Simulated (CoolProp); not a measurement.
Properties of the fluoroketone C6F12O (FK-5-1-12) along the isotherm 500 K.

Computed with CoolProp (reference Helmholtz-energy equation of state, McLinden 2015).

| p (MPa) | phase | density (kg/m³) | cp (kJ/(kg K)) | cv (kJ/(kg K)) | isothermal compressibility (1/MPa) | expansivity (1/kK) |
|---|---|---|---|---|---|---|
| 0.0148 | gas | 1.127 | 1.065 | 1.038 | 67.69 | 2.013 |
| 0.028 | gas | 2.136 | 1.065 | 1.038 | 35.83 | 2.025 |
| 0.0531 | gas | 4.062 | 1.066 | 1.039 | 18.95 | 2.048 |
| 0.101 | gas | 7.771 | ___ | 1.039 | 10.02 | 2.093 |
| 0.191 | gas | 14.86 | 1.070 | 1.040 | 5.357 | 2.181 |
| 0.362 | gas | ___ | ___ | 1.042 | 2.888 | 2.361 |
| 0.686 | gas | 56.84 | 1.088 | ___ | 1.592 | ___ |
| 1.3 | gas | 117.8 | 1.120 | 1.054 | 0.9278 | 3.812 |
| 2.46 | supercritical | 277.4 | 1.246 | 1.072 | 0.6245 | 7.756 |
| 4.67 | supercritical | 716.9 | 1.424 | 1.081 | 0.1929 | 9.742 |

Problem. Some entries are withheld; supply them.

Solution. 
- 0.101, cp (kJ/(kg K)): 1.067
- 0.362, density (kg/m³): 28.76
- 0.362, cp (kJ/(kg K)): 1.075
- 0.686, cv (kJ/(kg K)): 1.046
- 0.686, expansivity (1/kK): 2.760
